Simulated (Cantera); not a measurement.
A closed system holds: 1 mol HMDSO, 1.3 mol NO, at 2025 K and 1.00 bar.

Cantera equilibrium calculation (NASA polynomials, part measured and part estimated; ideal gas, pure solids and liquids). Candidate condensed phases: C, C6H6, C7H8, C8H18, H2O, Si, SiC, SiO2, Si2N2O, Si3N4; 151 gas species. The feed counts by its element totals alone. Equilibrium is a limit: real reactors are often held back by kinetics, nucleation or transport.

Base state: H2 0.749, CO 0.190, N2 0.0527, HCN 0.00323, SiO 0.00188, H 0.00167, C2H2 (acetylene) 0.000678, CH4 0.000223 (mole fractions); condensed: C(graphite) + SiC(s).

### Question
What changes in the equilibrium state with this change: NO from 1.3 to 7 mol?

### Answer
| species | before | after |
|---|---|---|
| H2 | 0.749 | 0.438 |
| CO | 0.190 | 0.292 |
| N2 | 0.0527 | 0.171 |
| SiO | 0.00188 | 0.0974 |
| C2H2 (acetylene) | 0.000678 | 1.03e-6 |
| CH4 | 0.000223 | 3.89e-6 |
| C(graphite), mol | 1.69 | 0 |
| SiC(s), mol | 1.98 | 0 |
| Si2N2O(s), mol | 0 | 0.000884 |

### Question
What changes in the equilibrium state with this change: temperature from 2025 K to 1248.15 K?

### Answer
| species | before | after |
|---|---|---|
| H2 | 0.749 | 0.977 |
| CH4 | 0.000223 | 0.0106 |
| N2 | 0.0527 | 0.00749 |
| CO | 0.190 | 0.00513 |
| SiO | 0.00188 | 3.28e-9 |
| H | 0.00167 | 4.63e-7 |
| HNC | 0.000192 | 6.73e-8 |
| C(graphite), mol | 1.69 | 5.86 |
| SiC(s), mol | 1.98 | 0 |
| SiO2(β-quartz), mol | 0 | 0.835 |
| Si2N2O(s), mol | 0 | 0.582 |
Mutual solubility and eutectic melting of coexisting phases are not modelled. The tables hold silica as quartz up to 1696 K and as liquid above; real silica turns to tridymite and cristobalite and melts near 1996 K.
